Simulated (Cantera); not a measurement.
Input (Python, Cantera):

```python
import numpy as np
import cantera as ct

gas = ct.Solution("h2o2.yaml")
gas.TPX = 925, 660, {'H2': 0.23, 'O2': 1, 'N2': 0.11}
inlet = ct.Reservoir(gas, clone=True)

reactor = ct.IdealGasConstPressureReactor(gas, energy="off", clone=False)
exhaust = ct.Reservoir(gas, clone=True)
tau = [1.1, 0.48, 0.21, 0.093, 0.041, 0.018, 0.0079][0]
for a, b in ((inlet, reactor), (reactor, exhaust)):
    ct.MassFlowController(a, b, mdot=lambda t: reactor.mass / tau)
net = ct.ReactorNet([reactor])
show = ['H2', 'O2', 'H2O', 'H2O2', 'HO2', 'O', 'H']

rows = []
print(f"{'tau/s':>10s}{'T/K':>9s}" + "".join(f"{s:>11s}" for s in show))
for tau in [1.1, 0.48, 0.21, 0.093, 0.041, 0.018, 0.0079]:
    net.initial_time = 0.0
    net.advance(30 * tau)
    before = gas.X
    net.advance(40 * tau)
    drift = np.max(np.abs(gas.X - before) / (gas.X + 1e-9))
    rows.append([gas.T, *gas[show].X, drift])
    print(f"{tau:10.3e}{gas.T:9.1f}" + "".join(f"{x:11.3e}" for x in gas[show].X))
```

It prints:

```
     tau/s      T/K         H2         O2        H2O       H2O2        HO2          O          H
 1.100e+00    925.0  2.521e-03  7.205e-01  1.838e-01  1.785e-07  6.683e-06  2.020e-03  1.014e-03
 4.800e-01    925.0  4.029e-03  7.191e-01  1.810e-01  1.876e-07  7.480e-06  3.257e-03  2.280e-03
 2.100e-01    925.0  6.411e-03  7.168e-01  1.763e-01  1.913e-07  8.056e-06  5.148e-03  5.020e-03
 9.300e-02    925.0  1.012e-02  7.132e-01  1.682e-01  1.880e-07  8.328e-06  7.877e-03  1.054e-02
 4.100e-02    925.0  1.601e-02  7.077e-01  1.546e-01  1.776e-07  8.231e-06  1.150e-02  2.063e-02
 1.800e-02    925.0  2.550e-02  7.013e-01  1.343e-01  1.642e-07  7.742e-06  1.526e-02  3.506e-02
 7.900e-03    925.0  4.142e-02  6.981e-01  1.086e-01  1.547e-07  6.975e-06  1.714e-02  4.725e-02
```

Detailed kinetics in Cantera: the H2/O2 subset of GRI-Mech 3.0, which has no nitrogen chemistry. Radical loss at walls, strong at low pressure, is not modelled. Below about 950 K walls govern HO2 and H2O2 in real vessels. The temperature is held fixed by assumption; the heat of reaction is taken as removed at once.
